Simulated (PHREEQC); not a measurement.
Make-up at 60 °C: 8.9 mmol/kgw MnSO4, 0.052 mmol/kgw CuCl2, 0.052 mmol/kgw H2SO4 and 9.6 mmol/kgw Na2SO4. Closed to the air; pH follows from the charge balance.

Model: ion-association model, phreeqc.dat, run in PHREEQC.

```csv
quantity,before,after
pH,4.44,4.50
ionic strength (mol/kgw),0.0461,0.0583
SO4-2 (mol/kgw),0.0135,0.0175
Mn+2 (mol/kgw),0.00465,0.00438
MnSO4 (mol/kgw),0.00425,0.00452
HSO4- (mol/kgw),6.16e-5,6.63e-5
```

### Question
What was changed between the two runs?
(A) Na2SO4 from 0.0096 to 0.0144 mol/kgw
(B) Na2SO4 left out
(C) 0.0019 mol/kgw LiCl added
(D) Na2SO4 from 0.0096 to 0.00864 mol/kgw

### Answer
A, Na2SO4 from 0.0096 to 0.0144 mol/kgw

Precipitation was switched off in this run. At this temperature some constants are extrapolated from 25 °C, and those without enthalpy data are left unchanged.
